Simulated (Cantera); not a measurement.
Hydrocarbon pyrolysis for carbon deposition

An isothermal, constant-pressure homogeneous reactor starts with CH₄ : N₂ : H₂O = 1 : 21 : 1 (molar parts), at 1573 K and 0.0267 bar.

Computed with Cantera and GRI-Mech 3.0 (53 species, 325 reactions). Radical loss at walls, strong at low pressure, is not modelled.

```tsv
t (s)	x CH₄	x C₂H₄	x CH₃	x CH₂	x C₂H₂	x C₂H	x H₂
0.000800	0.0435	2.00e-10	2.94e-6	1.26e-11	<1e-12	<1e-12	1.44e-6
0.00211	0.0435	4.09e-9	7.88e-6	7.33e-11	1.02e-11	<1e-12	3.93e-6
0.00558	0.0435	7.77e-8	2.09e-5	4.64e-10	5.25e-10	<1e-12	1.06e-5
0.0147	0.0434	1.42e-6	5.47e-5	3.02e-9	2.66e-8	<1e-12	3.06e-5
0.0389	0.0433	2.43e-5	0.000140	1.89e-8	1.37e-6	<1e-12	0.000126
0.103	0.0423	0.000336	0.000322	9.67e-8	6.86e-5	8.39e-11	0.00107
0.271	0.0358	0.00149	0.000436	2.03e-7	0.00195	3.77e-9	0.00919
0.717	0.0236	0.000573	0.000288	1.45e-7	0.00871	1.59e-8	0.0280
1.89	0.0119	0.000126	0.000162	9.75e-8	0.0146	2.89e-8	0.0461
5.00	0.00439	2.38e-5	7.72e-5	6.40e-8	0.0175	4.40e-8	0.0595
```
x: mole fraction; the columns are a selection and need not sum to one.

Equilibrium at this temperature and pressure: CH₄ 9.68e-9, C₂H₄ <1e-12, CH₃ 1.42e-10, CH₂ <1e-12, C₂H₂ 4.78e-10, C₂H <1e-12, H₂ 0.120 (gas phase only).
